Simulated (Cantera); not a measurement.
What does this Cantera script print?

```python
import numpy as np
import cantera as ct

gas = ct.Solution("gri30.yaml")
gas.TPX = 798, 101325, {'CH4': 1, 'O2': 1.82, 'N2': 6.84, 'H2O': 0.82}
inlet = ct.Reservoir(gas, clone=True)
gas.equilibrate("HP")  # start burning
reactor = ct.IdealGasConstPressureReactor(gas, energy="on", clone=False)
exhaust = ct.Reservoir(gas, clone=True)
tau = [0.074, 0.034, 0.015, 0.007, 0.0032, 0.0014, 0.00065, 0.0003, 0.00013, 6.1e-05, 2.8e-05][0]
for a, b in ((inlet, reactor), (reactor, exhaust)):
    ct.MassFlowController(a, b, mdot=lambda t: reactor.mass / tau)
net = ct.ReactorNet([reactor])
show = ['CH4', 'O2', 'H2O', 'CH2', 'C2H4', 'CH3', 'CO2']

rows = []
print(f"{'tau/s':>10s}{'T/K':>9s}" + "".join(f"{s:>11s}" for s in show))
for tau in [0.074, 0.034, 0.015, 0.007, 0.0032, 0.0014, 0.00065, 0.0003, 0.00013, 6.1e-05, 2.8e-05]:
    net.initial_time = 0.0
    net.advance(30 * tau)
    before = gas.X
    net.advance(40 * tau)
    drift = np.max(np.abs(gas.X - before) / (gas.X + 1e-9))
    rows.append([gas.T, *gas[show].X, drift])
    print(f"{tau:10.3e}{gas.T:9.1f}" + "".join(f"{x:11.3e}" for x in gas[show].X))
```

Output:

```
     tau/s      T/K        CH4         O2        H2O        CH2       C2H4        CH3        CO2
 7.400e-02   2361.1  3.135e-06  2.691e-03  2.429e-01  1.781e-07  1.790e-10  2.253e-06  6.717e-02
 3.400e-02   2352.6  6.067e-06  3.132e-03  2.420e-01  3.532e-07  6.400e-10  4.339e-06  6.668e-02
 1.500e-02   2336.5  1.154e-05  3.905e-03  2.404e-01  6.858e-07  2.115e-09  8.137e-06  6.577e-02
 7.000e-03   2312.7  2.025e-05  4.994e-03  2.381e-01  1.200e-06  5.670e-09  1.390e-05  6.445e-02
 3.200e-03   2278.1  3.557e-05  6.529e-03  2.349e-01  2.021e-06  1.432e-08  2.335e-05  6.261e-02
 1.400e-03   2230.7  6.532e-05  8.598e-03  2.306e-01  3.366e-06  3.719e-08  4.021e-05  6.021e-02
 6.500e-04   2179.0  1.191e-04  1.089e-02  2.261e-01  5.349e-06  9.507e-08  6.818e-05  5.761e-02
 3.000e-04   2122.5  2.313e-04  1.364e-02  2.216e-01  8.733e-06  2.777e-07  1.219e-04  5.449e-02
 1.300e-04   2058.4  5.236e-04  1.766e-02  2.173e-01  1.600e-05  1.134e-06  2.508e-04  4.969e-02
 6.100e-05   1988.4  1.330e-03  2.446e-02  2.138e-01  3.187e-05  6.450e-06  5.733e-04  4.152e-02
 2.800e-05    798.0  9.542e-02  1.737e-01  7.824e-02  4.123e-29 -3.021e-17  2.086e-13 -7.358e-16
```

Model: GRI-Mech 3.0 (53 species, 325 reactions), integrated in Cantera.
